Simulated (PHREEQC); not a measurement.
A solution holds 0.0018 mol K2CO3 and 0.0039 mol KNO3 per kg of water, at 85 °C. Closed to the air; pH follows from the charge balance.

Model: ion-association model, wateq4f.dat, run in PHREEQC.

| quantity | before | after |
|---|---|---|
| pH | 9.59 | 9.60 |
| ionic strength (mol/kgw) | 0.00800 | 0.00409 |
| HCO3- (mol/kgw) | 0.00130 | 0.00131 |
| CO3-2 (mol/kgw) | 0.000504 | 0.000490 |
| CO2 (mol/kgw) | 6.90e-7 | 6.89e-7 |

Question: What was changed between the two runs?
A. temperature from 85 to 30 °C
B. KNO3 left out
C. diluted 5-fold with water
D. K2CO3 from 0.0018 to 0.00198 mol/kgw
E. K2CO3 from 0.0018 to 0.00018 mol/kgw

Answer: B, KNO3 left out

Precipitation was switched off in this run. At this temperature some constants are extrapolated from 25 °C, and those without enthalpy data are left unchanged.
